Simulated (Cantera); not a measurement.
An isothermal, constant-pressure homogeneous reactor starts with C2H6 : N2 = 1 : 7.9 (molar parts), at 1000 K and 1.20 bar. Integrator tolerance rtol = 1e-08.

Detailed kinetics in Cantera: GRI-Mech 3.0 (53 species, 325 reactions). GRI-Mech 3.0 stops at C3 and has no aromatics, soot or wall deposition, so with more carbon than oxygen in the feed, carbon stays in small species such as C2H2 where larger ones or solid carbon would form.

### Question
What does this change do: N2 7.9 to 23 parts?

### Answer
```tsv
quantity	before	after
x(C2H6) at 10.0 s	0.0220 (gas-phase equilibrium 0.000462)	0.00541 (gas-phase equilibrium 9.52e-5)
x(C2H2) at 10.0 s	0.000981 (gas-phase equilibrium 0.00823)	0.000792 (gas-phase equilibrium 0.00305)
x(H2) at 10.0 s	0.0775 (gas-phase equilibrium 0.00533)	0.0340 (gas-phase equilibrium 0.00397)
x(H) at 10.0 s	1.60e-8 (gas-phase equilibrium 1.52e-10)	1.24e-8 (gas-phase equilibrium 1.31e-10)
x(CH3) at 10.0 s	3.32e-8 (gas-phase equilibrium 5.83e-8)	1.93e-8 (gas-phase equilibrium 2.65e-8)
```

### Question
What does this change do: pressure from 1.20 bar to 0.130 bar?

### Answer
```tsv
quantity	before	after
x(C2H6) at 10.0 s	0.0220 (gas-phase equilibrium 0.000462)	0.0157 (gas-phase equilibrium 0.000121)
x(C2H2) at 10.0 s	0.000981 (gas-phase equilibrium 0.00823)	0.00203 (gas-phase equilibrium 0.0147)
x(H2) at 10.0 s	0.0775 (gas-phase equilibrium 0.00533)	0.0844 (gas-phase equilibrium 0.0188)
x(H) at 10.0 s	1.60e-8 (gas-phase equilibrium 1.52e-10)	1.06e-7 (gas-phase equilibrium 8.69e-10)
x(CH3) at 10.0 s	3.32e-8 (gas-phase equilibrium 5.83e-8)	2.08e-7 (gas-phase equilibrium 9.06e-8)
```
